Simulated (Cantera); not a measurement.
**Thermodynamics of fluorocarbon and chlorocarbon gases, feed CHF3 + H2**

A closed system holds: 1 mol CHF3, 0.65 mol H2, at 2075 K and 75.0 Torr.

Equilibrium computed with Cantera from the NASA thermochemical tables; the gas is ideal and each condensed phase is pure. Candidate condensed phases: C, C6H6, C7H8, C8H18; 95 gas species. Gases not in the tables: C2F6 and larger saturated fluorocarbons. Equilibrium is a limit: real reactors are often held back by kinetics, nucleation or transport.

The x(HF) is 0.917, the x(CF4) is 0.0596 and the x(CF2) is 0.0157. The x(F) is 0.00625. The x(CF3) is 0.00102 and the x(CF) comes out as 4.14e-5. The x(CHF3) is 8.30e-6. The x(H) comes out as 5.74e-6. The n(C(graphite)) is 0.809 mol. The gas amount is 2.507 mol.
